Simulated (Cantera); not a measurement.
Standard-state values (1 bar) from the NASA 1993 polynomials, evaluated with Cantera. Values are per mole of reaction as written; species without (g) are pure solids or liquids, kept so even where they would boil at 1 bar.

3 H2(g) + 2 AlN = 2 Al(g) + 2 NH3(g), with ΔH° = 1203.4 kJ and ΔS° = 282.1 J/K at 300 K.

Q: How far is the shortcut ΔG° ≈ ΔH°(300 K) − T·ΔS°(300 K) from the full temperature-dependent value at 1673, 1773, 1873, 1973, 2073, 2173, 2273, 2373 K?

A: 
```csv
T (K),shortcut (kJ),full (kJ),difference (kJ),difference in log10 K
1673,731.5,789.8,-58.4,1.82
1773,703.2,767.9,-64.7,1.91
1873,675.0,746.2,-71.1,1.98
1973,646.8,724.5,-77.7,2.06
2073,618.6,703.0,-84.3,2.13
2173,590.4,681.5,-91.1,2.19
2273,562.2,660.1,-97.9,2.25
2373,534.0,638.8,-104.8,2.31
```
The shortcut ignores the heat-capacity change of the reaction.
